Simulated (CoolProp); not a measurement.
Vapour-liquid equilibrium of ethylbenzene (1) + o-xylene (2) at 0.778 MPa; x and y are mole fractions of (1).

Computed with CoolProp (multi-fluid Helmholtz-energy mixture model, Zhou 2012 and Zhou 2012; pair parameters Bell 2016).

```
x     bubble temperature (K)  y at the bubble point  dew temperature at overall composition x (K)  liquid density (mol/L)
----  ----------------------  ---------------------  --------------------------------------------  ----------------------
0.05                   514.9                  0.056                                         515.0                   6.217
0.2                    513.4                  0.221                                         513.6                   6.200
0.35                   511.9                    ___                                         512.2                     ___
0.5                    510.3                  0.533                                         510.7                   6.171
0.65                     ___                  0.678                                         509.2                   6.159
0.8                    507.6                  0.818                                         507.7                   6.148
0.95                   506.4                  0.954                                         506.5                   6.138
```

Question: What belongs in the gaps?

Answer: 
- 0.35, y at the bubble point: 0.381
- 0.35, liquid density (mol/L): 6.185
- 0.65, bubble temperature (K): 508.9

No azeotrope shows between x = 0.05 and 0.95.

Pair parameters are fitted to limited data, so mixtures are less certain than the pure fluids.
